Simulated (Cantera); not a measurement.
Feed: 1 mol SiCl₄, 51 mol H₂, 0.19 mol HCl, equilibrated at 8.20 mbar.

Method: chemical equilibrium by Gibbs-energy minimisation in Cantera with the NASA 1993 tables (ideal gas, pure condensed phases). Candidate condensed phases: Si; 19 gas species. The tables' values for SiCl, SiCl₃ are old estimates; treat these amounts as uncertain. Gases not in the tables: Si₂H₆ and higher silanes. Rates play no part.

Q: At 1452 °C, list the 6 most abundant gas species with their mole fractions, and the condensed phases.

A: H₂ 0.931, HCl 0.0555, SiCl₂ 0.0114, H 0.00198, Si 0.000124, Cl 9.14e-5. Condensed: Si(l).
